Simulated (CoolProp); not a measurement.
R113 along the isobar 7.49 bar: Z from the reference equation and from simpler models built on Tc = 214.1 °C, pc = 33.92 bar, ω = 0.253; each cubic takes its own stable root.

Model: reference Helmholtz-energy equation of state, Marx 1992, in CoolProp.

```json
[
 {"T (°C)": "37.25", "phase": "liquid", "reference": "0.03541", "Soave-Redlich-Kwong": "0.03802", "Peng-Robinson": "0.03366"},
 {"T (°C)": "49.35", "phase": "liquid", "reference": "0.03475", "Soave-Redlich-Kwong": "0.03734", "Peng-Robinson": "0.03303"},
 {"T (°C)": "61.45", "phase": "liquid", "reference": "0.03419", "Soave-Redlich-Kwong": "0.03678", "Peng-Robinson": "0.03251"},
 {"T (°C)": "73.55", "phase": "liquid", "reference": "0.03371", "Soave-Redlich-Kwong": "0.03636", "Peng-Robinson": "0.03211"},
 {"T (°C)": "85.65", "phase": "liquid", "reference": "0.03333", "Soave-Redlich-Kwong": "0.03607", "Peng-Robinson": "0.03184"},
 {"T (°C)": "97.75", "phase": "liquid", "reference": "0.03304", "Soave-Redlich-Kwong": "0.03594", "Peng-Robinson": "0.03170"},
 {"T (°C)": "109.85", "phase": "liquid", "reference": "0.03287", "Soave-Redlich-Kwong": "0.03598", "Peng-Robinson": "0.03171"},
 {"T (°C)": "121.95", "phase": "liquid", "reference": "0.03281", "Soave-Redlich-Kwong": "0.03622", "Peng-Robinson": "0.03191"},
 {"T (°C)": "134.05", "phase": "gas", "reference": "0.8448", "Soave-Redlich-Kwong": "0.8488", "Peng-Robinson": "0.8391"},
 {"T (°C)": "146.15", "phase": "gas", "reference": "0.8623", "Soave-Redlich-Kwong": "0.8640", "Peng-Robinson": "0.8545"},
 {"T (°C)": "158.25", "phase": "gas", "reference": "0.8768", "Soave-Redlich-Kwong": "0.8773", "Peng-Robinson": "0.8680"},
 {"T (°C)": "170.35", "phase": "gas", "reference": "0.8891", "Soave-Redlich-Kwong": "0.8889", "Peng-Robinson": "0.8798"},
 {"T (°C)": "182.45", "phase": "gas", "reference": "0.8997", "Soave-Redlich-Kwong": "0.8991", "Peng-Robinson": "0.8903"},
 {"T (°C)": "194.55", "phase": "gas", "reference": "0.9089", "Soave-Redlich-Kwong": "0.9082", "Peng-Robinson": "0.8996"}
]
```
